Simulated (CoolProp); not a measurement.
Vapour pressure (MPa) of R1123: the reference equation beside estimates from Tc = 58.6 °C, pc = 4.549 MPa, ω = 0.243.

The numbers come from the reference Helmholtz-energy equation of state, Akasaka 2020 in CoolProp.

```tsv
T (°C)	reference	van der Waals	Redlich-Kwong	Soave-Redlich-Kwong
-64.85	0.08377	0.5113	0.1478	0.08313
-62.45	0.09514	0.5447	0.1653	0.09447
-60.05	0.1077	0.5796	0.1843	0.1070
-57.55	0.1221	0.6175	0.2057	0.1214
-55.15	0.1373	0.6554	0.2280	0.1366
-52.75	0.1540	0.6949	0.2519	0.1533
-50.35	0.1722	0.7358	0.2777	0.1715
-47.85	0.1929	0.7802	0.3066	0.1923
-45.45	0.2145	0.8244	0.3363	0.2140
-43.05	0.2379	0.8702	0.3681	0.2375
-40.65	0.2632	0.9176	0.4019	0.2630
-38.15	0.2917	0.9688	0.4396	0.2918
-35.75	0.3212	1.020	0.4780	0.3216
```

Absolute difference from the reference over all 13 rows, mean and median: van der Waals 341.2 and 327.3 %, Redlich-Kwong 61.8 and 61.3 %, Soave-Redlich-Kwong 0.4 and 0.4 %.
